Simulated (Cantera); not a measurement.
An isothermal, constant-pressure homogeneous reactor starts with 69.4 % NH3, 30.6 % H2, at 1975 K and 100.0 Torr.

Computed with Cantera and the gas-phase N/H chemistry of the illustrative SiF4/NH3 mechanism in the Surface Chemkin manual (1991). Walls and surfaces, which speed up NH3 decomposition in real reactors, are not modelled.

Q: Predict: x(NH3) at 3.00 s; x(H2) at 3.00 s; x(NH2) at 3.00 s; x(H) at 3.00 s; x(N) at 3.00 s.

A: 
| Quantity | Value |
|---|---|
| x(NH3) at 3.00 s | 0.000448 (gas-phase equilibrium 8.87e-7) |
| x(H2) at 3.00 s | 0.792 (gas-phase equilibrium 0.792) |
| x(NH2) at 3.00 s | 5.28e-6 (gas-phase equilibrium 1.08e-8) |
| x(H) at 3.00 s | 0.00324 (gas-phase equilibrium 0.00336) |
| x(N) at 3.00 s | 3.49e-7 (gas-phase equilibrium 7.72e-10) |
